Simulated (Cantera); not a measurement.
## Stirred combustor or abatement burner

A perfectly stirred reactor is fed with CH4 : C2H6 : C3H8 : O2 : N2 = 1 : 0.089 : 0.047 : 5.42 : 20.4 (molar parts), equivalence ratio 0.47, at 1.01 bar; it is adiabatic with a 323 K inlet, and is followed from long to short residence time, starting on the burning branch (τ in s: 0.14, 0.054, 0.021, 0.0081, 0.0031, 0.0012, 0.00047, 0.00018, 7.1e-05, 2.7e-05).

Detailed kinetics in Cantera: GRI-Mech 3.0 (53 species, 325 reactions).

| τ (s) | T (K) | x CH4 | x C2H6 | x C3H8 | x N2O | x CO | x CH2 | x HO2 |
|---|---|---|---|---|---|---|---|---|
| 0.14 | 1441 | 2.38e-5 | 5.67e-7 | 3.26e-7 | 9.89e-7 | 0.000354 | 1.42e-8 | 3.83e-6 |
| 0.054 | 1436 | 4.47e-5 | 1.06e-6 | 6.05e-7 | 9.83e-7 | 0.000696 | 3.26e-8 | 6.94e-6 |
| 0.021 | 1428 | 8.53e-5 | 2.00e-6 | 1.12e-6 | 8.60e-7 | 0.00138 | 7.22e-8 | 1.23e-5 |
| 0.0081 | 1412 | 0.000172 | 3.96e-6 | 2.16e-6 | 6.74e-7 | 0.00281 | 1.57e-7 | 2.16e-5 |
| 0.0031 | 1375 | 0.000417 | 9.43e-6 | 4.93e-6 | 4.41e-7 | 0.00629 | 3.34e-7 | 3.99e-5 |
| 0.0012 | 323 | 0.0371 | 0.00330 | 0.00174 | <1e-12 | <1e-12 | <1e-12 | <1e-12 |
| 0.00047 | 323 | 0.0371 | 0.00330 | 0.00174 | <1e-12 | <1e-12 | <1e-12 | <1e-12 |
| 0.00018 | 323 | 0.0371 | 0.00330 | 0.00174 | <1e-12 | <1e-12 | <1e-12 | <1e-12 |
| 7.1e-5 | 323 | 0.0371 | 0.00330 | 0.00174 | <1e-12 | <1e-12 | <1e-12 | <1e-12 |
| 2.7e-5 | 323 | 0.0371 | 0.00330 | 0.00174 | <1e-12 | <1e-12 | <1e-12 | <1e-12 |
x: mole fraction; the columns are a selection and need not sum to one.
